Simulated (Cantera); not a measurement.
Feed: 1 mol Cu2O, 1.6 mol C, 0.1 mol CO, equilibrated at 1948 K and 3.20 bar.

Cantera equilibrium calculation (NASA polynomials, part measured and part estimated; ideal gas, pure solids and liquids). Candidate condensed phases: C, Cu, CuO, Cu2O; 15 gas species. Equilibrium is a limit: real reactors are often held back by kinetics, nucleation or transport.

Base state: CO 0.999, Cu 0.000819, CO2 0.000105 (mole fractions); condensed: C(graphite) + Cu(l).

### Question
What changes in the equilibrium state with this change: pressure from 3.20 bar to 0.133 bar?

### Answer
```
species             before    after
----------------  --------  -------
CO                   0.999    0.980
Cu                0.000819   0.0197
Cu2                2.82e-6  6.77e-5
CO2               0.000105  4.23e-6
C(graphite), mol     0.600    0.600
Cu(l), mol            2.00     1.98
```
